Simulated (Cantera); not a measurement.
Adiabatic ignition

An adiabatic, constant-volume homogeneous reactor starts with 11.2 % CH₄, 18.7 % O₂, 70.1 % N₂, at 1548 K and 120000 Pa.

Computed with Cantera and GRI-Mech 3.0 (53 species, 325 reactions).

| t (s) | T (K) | P (bar) | x CH₄ | x O₂ | x C₂H₆ | x NO | x H₂O | x CH₃ |
|---|---|---|---|---|---|---|---|---|
| 6.00e-6 | 1548 | 1.20 | 0.112 | 0.187 | 2.75e-10 | <1e-12 | 4.52e-7 | 2.77e-6 |
| 1.71e-5 | 1548 | 1.20 | 0.112 | 0.187 | 7.89e-9 | <1e-12 | 2.25e-6 | 8.96e-6 |
| 4.89e-5 | 1548 | 1.20 | 0.112 | 0.187 | 2.87e-7 | <1e-12 | 1.57e-5 | 3.38e-5 |
| 0.000139 | 1548 | 1.20 | 0.112 | 0.187 | 1.45e-5 | <1e-12 | 0.000152 | 0.000148 |
| 0.000398 | 1561 | 1.21 | 0.108 | 0.185 | 0.000467 | 6.05e-12 | 0.00223 | 0.000518 |
| 0.00114 | 2965 | 2.48 | <1e-12 | 0.00999 | <1e-12 | 0.00821 | 0.149 | <1e-12 |
| 0.00324 | 2964 | 2.48 | <1e-12 | 0.00980 | <1e-12 | 0.00895 | 0.149 | <1e-12 |
| 0.00925 | 2964 | 2.48 | <1e-12 | 0.00980 | <1e-12 | 0.00895 | 0.149 | <1e-12 |
| 0.0264 | 2964 | 2.48 | <1e-12 | 0.00980 | <1e-12 | 0.00895 | 0.149 | <1e-12 |
| 0.0754 | 2964 | 2.48 | <1e-12 | 0.00980 | <1e-12 | 0.00895 | 0.149 | <1e-12 |
| 0.215 | 2964 | 2.48 | <1e-12 | 0.00980 | <1e-12 | 0.00895 | 0.149 | <1e-12 |
| 0.614 | 2964 | 2.48 | <1e-12 | 0.00980 | <1e-12 | 0.00895 | 0.149 | <1e-12 |
| 1.75 | 2964 | 2.48 | <1e-12 | 0.00980 | <1e-12 | 0.00895 | 0.149 | <1e-12 |
| 5.00 | 2964 | 2.48 | <1e-12 | 0.00980 | <1e-12 | 0.00895 | 0.149 | <1e-12 |
x: mole fraction; the columns are a selection and need not sum to one.

```
Item                                                                 Value
---------------------------------  ---------------------------------------
time of steepest temperature rise                                 0.649 ms
temperature at 5.00 s                                               2964 K
equilibrium temperature                                             2964 K
x(CH₄) at 5.00 s                     <1e-12 (gas-phase equilibrium <1e-12)
x(O₂) at 5.00 s                    0.00980 (gas-phase equilibrium 0.00980)
x(C₂H₆) at 5.00 s                    <1e-12 (gas-phase equilibrium <1e-12)
```
